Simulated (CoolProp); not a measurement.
R113 along the isobar 1.9 MPa: density (kg/m³) from the reference equation and from simpler models built on Tc = 214.1 °C, pc = 3.392 MPa, ω = 0.253; each cubic takes its own stable root.

The numbers come from the reference Helmholtz-energy equation of state, Marx 1992 in CoolProp.

```
T (°C)   phase  reference
------  ------  ---------
114.65  liquid       1335
125.85  liquid       1299
137.15  liquid       1261
148.35  liquid       1219
159.55  liquid       1172
170.75  liquid       1117
181.95     gas      137.7
193.15     gas      127.0
204.45     gas      118.9
215.65     gas      112.4
226.85     gas      107.0
```

How far does each simpler model (van der Waals, Redlich-Kwong) lie from the reference over these 11 states: mean and median of the absolute difference, and the worst?


- van der Waals: mean 32.2 %, median 38.1 %, worst -88.1 % at 170.75 °C and 1.9 MPa
- Redlich-Kwong: mean 15.0 %, median 12.4 %, worst -87.1 % at 170.75 °C and 1.9 MPa

At some of these states van der Waals, Redlich-Kwong gives the other phase, because its saturation line lies elsewhere.
